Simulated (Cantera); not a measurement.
A closed system holds: 1 mol Si2H6, 3.3 mol H2O, 0.45 mol H2, 1.4 mol O3, held at 8.80e-5 bar.

Equilibrium computed with Cantera from the NASA thermochemical tables; the gas is ideal and each condensed phase is pure. Candidate condensed phases: H2O, Si, SiO2; 18 gas species. The feed counts by its element totals alone. The numbers say what is thermodynamically allowed, not how fast it happens.

### Question
Which condensed phases are stable at each of these points (T (K)): 675, 725, 775, 825, 875, 925, 975, 1025?

### Answer
```json
[
 {"T (K)": "675", "condensed phases": "SiO2(α-quartz)", "Si condensed (%)": "100.0"},
 {"T (K)": "725", "condensed phases": "SiO2(α-quartz)", "Si condensed (%)": "100.0"},
 {"T (K)": "775", "condensed phases": "SiO2(α-quartz)", "Si condensed (%)": "100.0"},
 {"T (K)": "825", "condensed phases": "SiO2(α-quartz)", "Si condensed (%)": "100.0"},
 {"T (K)": "875", "condensed phases": "SiO2(β-quartz)", "Si condensed (%)": "100.0"},
 {"T (K)": "925", "condensed phases": "SiO2(β-quartz)", "Si condensed (%)": "100.0"},
 {"T (K)": "975", "condensed phases": "SiO2(β-quartz)", "Si condensed (%)": "100.0"},
 {"T (K)": "1025", "condensed phases": "SiO2(β-quartz)", "Si condensed (%)": "100.0"}
]
```

From 675 K to 825 K the condensed part is SiO2(α-quartz). From 875 K to 1025 K the condensed part is SiO2(β-quartz).
